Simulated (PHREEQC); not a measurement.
Consider water at 21 °C with 0.042 mol Na3PO4 per kg of water. Closed to the air; pH follows from the charge balance.

All values are PHREEQC results (ion-association model, wateq4f.dat), not measurements.

Each row changes one thing in this solution. This is a speciation only: nothing precipitates in the calculation.

| case | pH | ionic strength (mol/kgw) |
|---|---|---|
| as made | 12.09 | 0.225 |
| temperature from 21 to 20 °C | 12.11 | 0.225 |
| temperature from 21 to 30 °C | 11.88 | 0.219 |
| Na3PO4 replaced by NaHS at the same molality | 9.67 | 0.0420 |
| Na3PO4 from 0.042 to 0.021 mol/kgw | 11.97 | (withheld) |
| Na3PO4 replaced by NaI at the same molality | 7.06 | 0.0420 |
| Na3PO4 from 0.042 to 0.0042 mol/kgw | (withheld) | (withheld) |
| diluted 5-fold with water | 11.78 | 0.0395 |
| 0.025 mol/kgw NaHCO3 added | 11.46 | 0.223 |

### Question
What belongs in the gaps?

### Answer

- Na3PO4 from 0.042 to 0.021 mol/kgw, ionic strength (mol/kgw): 0.107
- Na3PO4 from 0.042 to 0.0042 mol/kgw, pH: 11.58
- Na3PO4 from 0.042 to 0.0042 mol/kgw, ionic strength (mol/kgw): 0.0186

Species that the database lacks are ignored. H3PO4, which wateq4f.dat lacks, is added to it with the constant of phreeqc.dat. The polysulfide entries of wateq4f.dat were taken out for this run.
